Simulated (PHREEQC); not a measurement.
A solution holds 0.00045 mol/kgw CdSO4, 6.4e-05 mol/kgw Na2SO4 and 7.8e-05 mol/kgw MnSO4, at 50 °C. Closed to the air; pH follows from the charge balance.

Model: ion-association model, phreeqc.dat, run in PHREEQC.

Precipitation was switched off in this run.

Order these S species by the share of S that they hold, largest first: CdSO4, SO4-2, MnSO4.

SO4-2 (91 %), CdSO4 (8.0 %), MnSO4 (1.2 %)

The pH is 6.35 and the ionic strength 0.00209 mol/kgw. Species that the database lacks are ignored. Constants without temperature data keep their 25 °C values here.
